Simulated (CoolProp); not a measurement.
Properties of nitrogen along the isotherm 94.5 K (Tc = 126.2 K, pc = 33.96 bar, ω = 0.037).

Values from CoolProp's reference Helmholtz-energy equation of state, Span 2000.

```tsv
p (bar)	phase	Z	cp (kJ/(kg K))	isothermal compressibility (1/MPa)	expansivity (1/kK)	conductivity (mW/(m K))	Prandtl number
4.63	gas	0.8816	(withheld)	2.493	15.47	(withheld)	0.937
9.26	liquid	0.04566	2.190	0.006629	7.761	112	1.77
13.9	liquid	0.06834	(withheld)	0.006428	7.600	112	1.76
18.5	liquid	0.09069	2.160	0.006242	7.451	(withheld)	1.76
23.2	liquid	0.1134	2.146	0.006064	7.308	114	1.75
27.8	liquid	0.1355	2.133	0.005901	7.175	(withheld)	1.75
32.4	liquid	0.1575	2.121	0.005749	7.050	116	1.75
37	liquid	0.1794	2.109	0.005604	6.931	116	1.74
41.7	liquid	0.2017	2.098	(withheld)	6.816	117	1.74
46.3	liquid	0.2234	2.088	0.005337	6.708	118	1.74
50.9	liquid	0.2450	2.078	(withheld)	6.606	118	1.73
```

Some entries are withheld; supply them.


- 4.63, cp (kJ/(kg K)): 1.297
- 4.63, conductivity (mW/(m K)): 9.47
- 13.9, cp (kJ/(kg K)): 2.174
- 18.5, conductivity (mW/(m K)): 113
- 27.8, conductivity (mW/(m K)): 115
- 41.7, isothermal compressibility (1/MPa): 0.005466
- 50.9, isothermal compressibility (1/MPa): 0.005215

Viscosity comes from a separate model (Lemmon 2004). Thermal conductivity comes from a separate model (Lemmon 2004).
